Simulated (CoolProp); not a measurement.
The fluid at 484.59 K and 28.5 MPa flows at 0.61 m/s in a round tube of 25 mm bore and 15 µm roughness, fully developed (64/Re and Nu = 3.66 if laminar; Colebrook and Gnielinski if turbulent). The same conditions are run with several fluids, on thermodynamics alone (safety and materials aside).

The numbers come from the reference Helmholtz-energy equation of state of each fluid (ammonia: Gao 2020; R123: Younglove 1994; ethane: Bücker 2006; R143a: Lemmon and Jacobsen 2000; R22: Kamei 1995) in CoolProp.

```
fluid    Reynolds number  Darcy friction factor  pressure drop (Pa/m)  heat-transfer coefficient (W/(m² K))  mass flow (kg/h)
-------  ---------------  ---------------------  --------------------  ------------------------------------  ----------------
ammonia           116000                 0.0204                  35.8                                  2150               255
R123              117000                 0.0204                   173                                  1170              1230
ethane            117000                 0.0203                  35.4                                  1040               252
R143a             162000                 0.0197                  95.4                                  1300               703
R22               199000                 0.0193                   111                                  1290               831
```

Transport values come from each fluid's own correlations; those of R143a, R22 are estimates that may be off by 10 % or more.
